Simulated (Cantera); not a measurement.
Feed: 1 mol CH3SiCl3, 0.52 mol C2H2, 100 mol H2, held at 75.0 Torr.

Cantera equilibrium calculation (NASA polynomials, part measured and part estimated; ideal gas, pure solids and liquids). Candidate condensed phases: C, C6H6, C7H8, C8H18, Si, SiC; 109 gas species. The feed counts by its element totals alone. The tables' values for SiCl are old estimates; treat these amounts as uncertain. Gases not in the tables: Si2H6 and higher silanes. Kinetics and transport are ignored.

x: gas mole fraction; n: condensed amount in mol.

```json
[
 {"T (K)": "1225", "x H2": "0.970", "x H": "9.71e-7", "x HCl": "0.0290", "x C2H2 (acetylene)": "1.57e-7", "x Si": "<1e-12", "x Cl": "2.50e-8", "x SiC2": "<1e-12", "n C(graphite)": "0.913", "n SiC(s)": "0.999"},
 {"T (K)": "1325", "x H2": "0.970", "x H": "5.09e-6", "x HCl": "0.0290", "x C2H2 (acetylene)": "8.26e-7", "x Si": "3.17e-12", "x Cl": "1.28e-7", "x SiC2": "<1e-12", "n C(graphite)": "0.975", "n SiC(s)": "0.999"},
 {"T (K)": "1425", "x H2": "0.971", "x H": "2.13e-5", "x HCl": "0.0290", "x C2H2 (acetylene)": "3.42e-6", "x Si": "8.62e-11", "x Cl": "5.19e-7", "x SiC2": "<1e-12", "n C(graphite)": "1.00", "n SiC(s)": "0.998"},
 {"T (K)": "1525", "x H2": "0.971", "x H": "7.37e-5", "x HCl": "0.0289", "x C2H2 (acetylene)": "1.17e-5", "x Si": "1.51e-9", "x Cl": "1.76e-6", "x SiC2": "3.27e-12", "n C(graphite)": "1.02", "n SiC(s)": "0.998"},
 {"T (K)": "1625", "x H2": "0.971", "x H": "…", "x HCl": "0.0289", "x C2H2 (acetylene)": "…", "x Si": "…", "x Cl": "…", "x SiC2": "…", "n C(graphite)": "1.02", "n SiC(s)": "0.996"},
 {"T (K)": "1725", "x H2": "0.970", "x H": "0.000579", "x HCl": "0.0289", "x C2H2 (acetylene)": "8.94e-5", "x Si": "1.71e-7", "x Cl": "1.33e-5", "x SiC2": "1.58e-9", "n C(graphite)": "1.02", "n SiC(s)": "0.995"},
 {"T (K)": "1825", "x H2": "0.969", "x H": "0.00137", "x HCl": "0.0288", "x C2H2 (acetylene)": "0.000208", "x Si": "1.23e-6", "x Cl": "3.11e-5", "x SiC2": "2.06e-8", "n C(graphite)": "0.997", "n SiC(s)": "0.992"},
 {"T (K)": "1925", "x H2": "0.968", "x H": "0.00297", "x HCl": "0.0287", "x C2H2 (acetylene)": "0.000443", "x Si": "7.15e-6", "x Cl": "6.63e-5", "x SiC2": "2.06e-7", "n C(graphite)": "0.954", "n SiC(s)": "0.989"},
 {"T (K)": "2025", "x H2": "0.964", "x H": "0.00598", "x HCl": "0.0285", "x C2H2 (acetylene)": "0.000873", "x Si": "3.50e-5", "x Cl": "0.000131", "x SiC2": "1.62e-6", "n C(graphite)": "0.872", "n SiC(s)": "0.981"},
 {"T (K)": "2125", "x H2": "0.958", "x H": "0.0112", "x HCl": "0.0282", "x C2H2 (acetylene)": "0.00161", "x Si": "0.000147", "x Cl": "0.000243", "x SiC2": "1.05e-5", "n C(graphite)": "0.738", "n SiC(s)": "0.960"},
 {"T (K)": "2225", "x H2": "0.948", "x H": "…", "x HCl": "0.0278", "x C2H2 (acetylene)": "…", "x Si": "…", "x Cl": "…", "x SiC2": "…", "n C(graphite)": "…", "n SiC(s)": "0.894"},
 {"T (K)": "2325", "x H2": "0.931", "x H": "0.0336", "x HCl": "0.0272", "x C2H2 (acetylene)": "0.00455", "x Si": "0.00178", "x Cl": "0.000704", "x SiC2": "0.000268", "n C(graphite)": "0.310", "n SiC(s)": "0.686"},
 {"T (K)": "2425", "x H2": "0.904", "x H": "0.0538", "x HCl": "0.0261", "x C2H2 (acetylene)": "0.00706", "x Si": "0.00532", "x Cl": "0.00111", "x SiC2": "0.00110", "n C(graphite)": "0.148", "n SiC(s)": "0.0536"},
 {"T (K)": "2525", "x H2": "0.873", "x H": "0.0828", "x HCl": "0.0254", "x C2H2 (acetylene)": "0.00775", "x Si": "0.00624", "x Cl": "0.00170", "x SiC2": "0.00128", "n C(graphite)": "0", "n SiC(s)": "0"}
]
```

### Question
Complete the blanks.

### Answer

- 2225, x H: 0.0199
- 2225, x C2H2 (acetylene): 0.00278
- 2225, x Si: 0.000542
- 2225, x Cl: 0.000425
- 2225, x SiC2: 5.72e-5
- 2225, n C(graphite): 0.543
- 1625, x H: 0.000220
- 1625, x C2H2 (acetylene): 3.45e-5
- 1625, x Si: 1.86e-8
- 1625, x Cl: 5.15e-6
- 1625, x SiC2: 8.71e-11
